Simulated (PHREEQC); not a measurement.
0.52 g of hydrous ferric oxide (600 m²/g; 0.2 weak and 0.005 strong sites per Fe, Dzombak-Morel constants, diffuse double layer) in 1 kg of water with 0.01 mol/kgw of an inert sodium salt and 7.5e-06 mol/kgw Na2SeO4, at 25 °C; the pH is set by adding NaOH or the inert anion's acid. Oxygen alone is held at its pressure in air (log pO2 = -0.68). No CO2 enters from the air. Precipitation was switched off in this run.

Computed with PHREEQC (ion-association model, wateq4f.dat).

```
pH   Se sorbed (%)  surface charge σ (C/m²)  surface potential ψ (mV)
---  -------------  -----------------------  ------------------------
3            100.0                    0.322                       202
3.5          100.0               (withheld)                       195
4            100.0                    0.215                       184
4.5           99.9                    0.159                       169
5       (withheld)                    0.112                       151
5.5           99.1                    0.076                       131
6             95.2               (withheld)                       109
6.5           75.5               (withheld)                        85
7             30.3                    0.017                        60
7.5            5.2               (withheld)                        34
8       (withheld)               (withheld)                         6
8.5            0.1                   -0.005                       -22
9              0.0                   -0.013                       -49
```

Question: Some entries are withheld; supply them.

Answer: 
- 3.5, surface charge σ (C/m²): 0.273
- 5, Se sorbed (%): 99.8
- 6, surface charge σ (C/m²): 0.049
- 6.5, surface charge σ (C/m²): 0.030
- 7.5, surface charge σ (C/m²): 0.008
- 8, Se sorbed (%): 0.6
- 8, surface charge σ (C/m²): 0.001

Complexes and solids missing from the database can't appear. The oxide is taken as insoluble; below pH 4 it would dissolve.
